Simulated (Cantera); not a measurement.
## Carbothermic reduction: Fe₃O₄ + CH₄ + N₂

Charge: 1 mol Fe₃O₄, 0.61 mol CH₄, 2.1 mol N₂, equilibrated at 2.50 bar.

Cantera equilibrium calculation (NASA polynomials, part measured and part estimated; ideal gas, pure solids and liquids). Candidate condensed phases: C, C₆H₆, C₇H₈, C₈H₁₈, Fe, Fe(CO)₅, FeO, Fe(OH)₂, Fe(OH)₃, Fe₂O₃, Fe₃O₄, H₂O; 140 gas species. Each liquid is taken as pure. Mutual solubility and eutectic melting of coexisting phases are not modelled. The tables' stoichiometric FeO is somewhat more stable than real wüstite, so its field is too wide. FeO: taken at fixed stoichiometry. Equilibrium is a limit: real reactors are often held back by kinetics, nucleation or transport.

From 1148 K to 1248 K the condensed part is FeO(s). From 1348 K to 1648 K the condensed part is Fe(γ) + FeO(s). At 1748 K the condensed part is Fe(δ) + FeO(l). From 1848 K to 2048 K the condensed part is Fe(l) + FeO(l). The main Fe-bearing gas is Fe(OH)₂ at 1148 K and Fe at 2048 K.

| T (K) | log p N₂ | log p H₂ | log p CO | log p H₂O | log p CO₂ | log p H | n FeO(s) | n Fe(γ) | n Fe(δ) | n FeO(l) | n Fe(l) |
|---|---|---|---|---|---|---|---|---|---|---|---|
| 1148 | 0.13 | -0.22 | -0.51 | -0.76 | -1.12 | -7.25 | 3.00 | 0 | 0 | 0 | 0 |
| 1248 | 0.13 | -0.23 | -0.49 | -0.74 | -1.19 | -6.44 | 3.00 | 0 | 0 | 0 | 0 |
| 1348 | 0.13 | -0.24 | -0.48 | -0.70 | -1.23 | -5.76 | 2.98 | 0.0196 | 0 | 0 | 0 |
| 1448 | 0.13 | -0.26 | -0.48 | -0.66 | -1.25 | -5.16 | 2.96 | 0.0437 | 0 | 0 | 0 |
| 1548 | 0.13 | -0.27 | -0.47 | -0.63 | -1.28 | -4.65 | 2.94 | 0.0644 | 0 | 0 | 0 |
| 1648 | 0.13 | -0.28 | -0.47 | -0.60 | -1.30 | -4.19 | 2.92 | 0.0819 | 0 | 0 | 0 |
| 1748 | 0.13 | -0.28 | -0.46 | -0.61 | -1.36 | -3.78 | 0 | 0 | 0.0650 | 2.93 | 0 |
| 1848 | 0.13 | -0.27 | -0.46 | -0.61 | -1.40 | -3.41 | 0 | 0 | 0 | 2.94 | 0.0554 |
| 1948 | 0.13 | -0.28 | -0.46 | -0.61 | -1.43 | -3.09 | 0 | 0 | 0 | 2.94 | 0.0558 |
| 2048 | 0.13 | -0.28 | -0.45 | -0.60 | -1.46 | -2.79 | 0 | 0 | 0 | 2.94 | 0.0555 |
log p: log10 of the partial pressure in bar; n: condensed amount in mol.
